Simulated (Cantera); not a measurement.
A perfectly stirred reactor is fed with NH3 : H2 = 1 : 5 (molar parts), at 0.132 atm; it is held at 1625 K, and followed from long to short residence time.

Cantera simulation using the gas-phase N/H chemistry of the illustrative SiF4/NH3 mechanism in the Surface Chemkin manual (1991); the numbers are that mechanism's predictions, not measurements. Walls and surfaces, which speed up NH3 decomposition in real reactors, are not modelled.

```tsv
quantity	before	after
x(NH3) at τ = 21.0 s	0.116	0.167
x(H2) at τ = 21.0 s	0.862	0.833
x(H) at τ = 21.0 s	0.000102	1.14e-6
x(NH2) at τ = 21.0 s	3.31e-5	3.88e-7
x(N) at τ = 21.0 s	1.40e-8	<1e-12
x(NH3) at τ = 0.120 s	0.166	0.167
x(H2) at τ = 0.120 s	0.833	0.833
x(H) at τ = 0.120 s	7.81e-5	7.76e-8
x(NH2) at τ = 0.120 s	3.77e-5	2.64e-8
x(N) at τ = 0.120 s	1.00e-8	<1e-12
```

Q: Which change was made?
A) temperature 1625 to 1250 K
B) pressure from 0.132 atm to 1.00 atm
C) temperature 1625 to 2025 K
D) temperature 1625 to 1875 K

A: A, temperature 1625 to 1250 K
